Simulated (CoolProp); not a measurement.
A simple Rankine cycle with n-heptane: condensing at 305.15 K, boiler at 0.698 MPa, turbine inlet 469.2 K, turbine efficiency 0.65, pump efficiency 0.7, no recuperator. Each further row changes one setting.

Values from CoolProp's reference Helmholtz-energy equation of state, Span 2003. It is a short technical equation, of lower accuracy than the large ones.

```
case                             thermal efficiency (%)  net work (kJ/kg)  heat in (kJ/kg)  turbine exit temperature (K)  volume ratio over the turbine
-------------------------------  ----------------------  ----------------  ---------------  ----------------------------  -----------------------------
as stated                                          14.3              95.6              670                         415.9                           87.4
turbine inlet 489.2 K                              14.0               101              722                         436.9                           85.0
condensing temperature 297.15 K                    15.1               104              688                         412.1                            128
boiler pressure 0.489 MPa                          13.3              90.5              679                         422.4                           58.0
turbine efficiency 0.55                            12.0              80.7              670                         422.8                           88.8
```
